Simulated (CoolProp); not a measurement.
A simple Rankine cycle with cis-2-butene: condensing at 303.15 K, boiler at 2.34 MPa, turbine inlet 401.9 K, turbine efficiency 0.7, pump efficiency 0.8, no recuperator. Each further row changes one setting.

Model: reference Helmholtz-energy equation of state, Lemmon 2005, in CoolProp. It is a short technical equation, of lower accuracy than the large ones.

```tsv
case	thermal efficiency (%)	net work (kJ/kg)	heat in (kJ/kg)	turbine exit temperature (K)	volume ratio over the turbine
as stated	12.9	62.9	487	325.8	10.9
turbine inlet 421.9 K	13.2	___	539	352.1	10.2
condensing temperature 295.15 K	13.9	70.3	505	___	___
boiler pressure 1.64 MPa	11.6	59.9	517	___	___
turbine efficiency 0.6	10.9	53.3	487	331.6	11.1
```

**Question.** What belongs in the gaps?

**Answer.** 
- turbine inlet 421.9 K, net work (kJ/kg): 70.9
- condensing temperature 295.15 K, turbine exit temperature (K): 319.7
- condensing temperature 295.15 K, volume ratio over the turbine: 14.0
- boiler pressure 1.64 MPa, turbine exit temperature (K): 345.9
- boiler pressure 1.64 MPa, volume ratio over the turbine: 6.81
